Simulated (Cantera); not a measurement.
Input (Python, Cantera) and output of one run.

```python
import numpy as np
import cantera as ct

gas_names = """
    H H2 N NH NH2 NH3 N2 N2H2 N2H4 Si SiH SiH2 SiH3 SiH4 SiN Si2 Si2N Si3
""".split()
cond_names = """
    Si(cr) Si(L) Si3N4(a)
""".split()


# ... load() reads the species with a 1 bar reference pressure and builds the phases ...
atoms = {
    'SiH4': {'Si': 1, 'H': 4},
    'N2': {'N': 2},
    'H2': {'H': 2},
}
top_T = {'Si3N4(a)': 2400}  # K; cautious upper limits of use, not melting points


# ... equilibrate(T, P, feed) seeds the gas with the atoms and calls Mixture.equilibrate('TP', solver="vcs", rtol=1e-11, max_steps=5000) ...
results = []
feed = {'SiH4': 1, 'N2': 0.7, 'H2': 49}  # mol
T = 1023  # K
P = 10000  # Pa
mix = equilibrate(T, P, feed)
results.append((T, P, feed, dict(zip(mix.species_names, mix.species_moles))))
x = sorted(zip(gas.X, gas.species_names), reverse=True)
print(f"T = {T:g} K  P = {P:g} Pa  gas = {mix.phase_moles(0):.4g} mol")
print("   x: " + "  ".join(f"{s} {v:.3e}" for v, s in x if v > 0.001))
print("   condensed (mol): " + ("  ".join(f"{mix.phase(i).name} {mix.phase_moles(i):.4g}"
      for i in range(1, mix.n_phases) if mix.phase_moles(i) > 1e-12) or "none"))
```

Output:

```
T = 1023 K  P = 10000 Pa  gas = 51.03 mol
   x: H2 9.993e-01
   condensed (mol): Si3N4(a) 0.3333
```

Equilibrium computed with Cantera from the NASA thermochemical tables; the gas is ideal and each condensed phase is pure. N2 is the only nitrogen source here; it is nearly inert below about 1500 K, so the nitride shown seldom forms there in practice.
